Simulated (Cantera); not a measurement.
# Diamond growth

A diamond (100) surface in a fixed gas of H2 with x(CH4) = 0.011, x(H) = 0.00051, x(CH3) = 7.3e-05, 2900 Pa; coverages are run to steady state.

Computed with Cantera and the Harris–Goodwin 1993 mechanism for the reconstructed diamond (100) surface.

```tsv
T (K)	growth (µm/h)	θ c6HH	θ c6H*	θ c6*H	θ c6**	θ c6HM
950	0.649	0.588	0.0127	0.301	0.00534	0.0713
1025	0.522	0.561	0.0194	0.370	0.00899	0.0287
1100	0.241	0.528	0.0266	0.422	0.0130	0.00626
1175	0.135	0.495	0.0336	0.452	0.0165	0.00112
1250	0.115	0.473	0.0400	0.467	0.0190	0.000207
1325	0.0800	0.465	0.0457	0.468	0.0203	4.03e-5
1400	0.0303	0.468	0.0503	0.461	0.0205	8.91e-6
```
θ: site fractions in the mechanism's names (c6HH fully hydrogenated, c6H* and c6*H radical sites, c6** diradical, c6HM methylated).
